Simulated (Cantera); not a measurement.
A freely propagating, adiabatic, planar premixed flame of H2 : O2 : N2 = 1 : 0.278 : 0.722 (molar parts), unburnt at 700 K and 400000 Pa; mixture-averaged transport, grid criteria slope 0.08 and curve 0.16, no radiation.

Detailed kinetics in Cantera: the H2/O2 subset of GRI-Mech 3.0, which has no nitrogen chemistry. The hydrogen kinetics of GRI-Mech 3.0 are dated; newer H2 mechanisms differ, most at raised pressure. Burning velocities carry a grid error of a few per cent, more on coarse grids.

How do the results move with these cheaper or finer settings: unity-Lewis-number transport; multicomponent transport; multicomponent+Soret transport; grid criteria slope 0.5, curve 1; grid criteria slope 0.25, curve 0.5; grid criteria slope 0.03, curve 0.06?


| setting | laminar burning velocity | thermal thickness | peak x(H2O2) | peak x(H) | grid points |
|---|---|---|---|---|---|
| as above | 1620 cm/s | 0.0763 mm | 2.46e-5 | 0.0942 | 134 |
| unity-Lewis-number transport | 1040 cm/s | 0.0675 mm | 1.63e-5 | 0.0952 | 124 |
| multicomponent transport | 1580 cm/s | 0.0770 mm | 2.40e-5 | 0.0940 | 134 |
| multicomponent+Soret transport | 1530 cm/s | 0.0754 mm | 2.55e-5 | 0.0928 | 134 |
| grid criteria slope 0.5, curve 1 | 1820 cm/s | 0.100 mm | 2.06e-5 | 0.0942 | 47 |
| grid criteria slope 0.25, curve 0.5 | 1690 cm/s | 0.0857 mm | 2.26e-5 | 0.0947 | 62 |
| grid criteria slope 0.03, curve 0.06 | 1600 cm/s | 0.0739 mm | 2.51e-5 | 0.0939 | 279 |
Unity Lewis numbers drop preferential diffusion, which matters most where H2 and H carry the flame; Soret adds thermal diffusion.
